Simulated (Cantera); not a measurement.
An isothermal, constant-pressure homogeneous reactor starts with CH4 : N2 = 1 : 17 (molar parts), at 1925 K and 1.01 bar.

Detailed kinetics in Cantera: GRI-Mech 3.0 (53 species, 325 reactions). GRI-Mech 3.0 stops at C3 and has no aromatics, soot or wall deposition, so with more carbon than oxygen in the feed, carbon stays in small species such as C2H2 where larger ones or solid carbon would form.

x: mole fraction; the columns are a selection and need not sum to one.

```csv
t (s),x CH4,x HCN,x CH2,x C2H4,x CH3
0.000900,0.0180,3.08e-6,3.26e-6,0.000768,0.00108
0.00172,0.0106,5.60e-6,2.15e-6,0.000239,0.000645
0.00328,0.00572,8.87e-6,1.31e-6,8.10e-5,0.000362
0.00625,0.00296,1.26e-5,7.45e-7,3.63e-5,0.000192
0.0119,0.00150,1.64e-5,4.01e-7,2.49e-5,9.94e-5
0.0228,0.000761,2.02e-5,2.10e-7,2.22e-5,5.11e-5
0.0434,[?],[?],[?],2.17e-5,[?]
0.0829,0.000210,2.82e-5,5.96e-8,2.16e-5,1.42e-5
0.158,0.000124,3.27e-5,3.55e-8,2.16e-5,8.44e-6
0.302,[?],[?],[?],2.16e-5,[?]
0.576,8.50e-5,4.90e-5,2.42e-8,2.16e-5,5.76e-6
1.10,8.44e-5,6.92e-5,2.41e-8,2.16e-5,5.72e-6
2.10,8.42e-5,0.000109,2.40e-8,2.16e-5,5.71e-6
4.00,8.42e-5,0.000187,2.40e-8,2.16e-5,5.71e-6
```

Problem. Fill in the missing entries.

Solution. 
- 0.0434, x CH4: 0.000392
- 0.0434, x HCN: 2.41e-5
- 0.0434, x CH2: 1.10e-7
- 0.0434, x CH3: 2.65e-5
- 0.302, x CH4: 9.19e-5
- 0.302, x HCN: 3.88e-5
- 0.302, x CH2: 2.62e-8
- 0.302, x CH3: 6.23e-6
